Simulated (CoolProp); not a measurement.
Values from CoolProp's reference Helmholtz-energy equation of state, Lemmon 2006. It is a short technical equation, of lower accuracy than the large ones.

Problem. Give the vapour pressure (bar), enthalpy of vaporisation (kJ/kg), liquid cp (kJ/(kg K)), surface tension (mN/m) of saturated hydrogen sulfide at 272.4, 280.4 K.

Solution. 
| T (K) | p (bar) | enthalpy of vaporisation (kJ/kg) | liquid cp (kJ/(kg K)) | surface tension (mN/m) |
|---|---|---|---|---|
| 272.4 | 10.1 | 464 | 2.09 | 16.2 |
| 280.4 | 12.7 | 450 | 2.13 | 14.6 |

Surface tension comes from a separate correlation (Mulero 2012).
